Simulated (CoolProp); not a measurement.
Vapour-liquid equilibrium of dimethyl ether (1) + n-pentane (2) at 6.84 bar; x and y are mole fractions of (1).

Values from CoolProp's multi-fluid Helmholtz-energy mixture model, Wu 2011 and Thol 2019; pair parameters Bell 2016.

Question: Give the bubble temperature and the first vapour's composition at x = 0.15, 0.65, 0.95. Is there an azeotrope?

Answer: x = 0.15: 360.5 K, y = 0.421; x = 0.65: 314.2 K, y = 0.925; x = 0.95: 304.8 K, y = 0.987. No azeotrope shows between x = 0.05 and 0.95.

The pair parameters rest on a limited set of measurements; away from them the model extrapolates. The gap from Raoult's law changes sign with composition, which may be real or a fault of the pair parameters; it wasn't checked against measurements.
